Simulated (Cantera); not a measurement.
An adiabatic, constant-pressure homogeneous reactor starts with 6.68 % CH₄, 3.07 % H₂, 8.75 % O₂, 81.5 % N₂, at 1723 K and 1.00 bar.

Model: GRI-Mech 3.0 (53 species, 325 reactions), integrated in Cantera.

**Question.** Predict: time of steepest temperature rise; temperature at 1.00 s; equilibrium temperature; x(H₂) at 1.00 s; x(O₂) at 1.00 s; x(NO) at 1.00 s; x(H₂O₂) at 1.00 s; x(H₂O) at 1.00 s.

**Answer.** 
| Item | Value |
|---|---|
| time of steepest temperature rise | 0.187 ms |
| temperature at 1.00 s | 2425 K |
| equilibrium temperature | 2425 K |
| x(H₂) at 1.00 s | 0.0642 (gas-phase equilibrium 0.0642) |
| x(O₂) at 1.00 s | 3.29e-5 (gas-phase equilibrium 3.29e-5) |
| x(NO) at 1.00 s | 0.000250 (gas-phase equilibrium 0.000250) |
| x(H₂O₂) at 1.00 s | 3.07e-9 (gas-phase equilibrium 3.07e-9) |
| x(H₂O) at 1.00 s | 0.0895 (gas-phase equilibrium 0.0895) |
